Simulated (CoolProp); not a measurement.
2000 sccm (0 °C, 1 atm) of nitrogen bubbles through liquid hexamethyldisiloxane (MM) at 337.6 K and leaves saturated at a total pressure of 0.15 MPa (ideal gas phase). Each further row changes one setting.

Computed with CoolProp (reference Helmholtz-energy equation of state, Thol 2016).

```json
[
 {"case": "as stated", "vapour pressure (kPa)": "31.0", "mole fraction of vapour": "0.207", "delivery (mg/min)": "3770", "delivery (sccm)": "?", "change of delivery for a bath 1 K warmer (%)": "4.8"},
 {"case": "bath temperature 342.6 K", "vapour pressure (kPa)": "?", "mole fraction of vapour": "0.248", "delivery (mg/min)": "?", "delivery (sccm)": "659", "change of delivery for a bath 1 K warmer (%)": "4.9"},
 {"case": "total pressure 0.3 MPa", "vapour pressure (kPa)": "31.0", "mole fraction of vapour": "?", "delivery (mg/min)": "1670", "delivery (sccm)": "?", "change of delivery for a bath 1 K warmer (%)": "4.2"}
]
```

### Question
Some entries are withheld; supply them.

### Answer

- as stated, delivery (sccm): 521
- bath temperature 342.6 K, vapour pressure (kPa): 37.2
- bath temperature 342.6 K, delivery (mg/min): 4780
- total pressure 0.3 MPa, mole fraction of vapour: 0.103
- total pressure 0.3 MPa, delivery (sccm): 230
